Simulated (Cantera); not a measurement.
A freely propagating, adiabatic, planar premixed flame of 19.8 % CO, 0.734 % H₂, 15.6 % O₂, 63.9 % N₂, equivalence ratio 0.66, unburnt at 625 K and 0.370 bar; mixture-averaged transport, grid criteria slope 0.08 and curve 0.16, no radiation.

Computed with Cantera and GRI-Mech 3.0 (53 species, 325 reactions). Burning velocities carry a grid error of a few per cent, more on coarse grids.

Q: Predict: laminar burning velocity; thermal thickness; peak x(O).

A: 
```json
{
 "laminar_burning_velocity": "81.8 cm/s",
 "thermal_thickness": "4.02 mm",
 "peak x(O)": "0.0203"
}
```
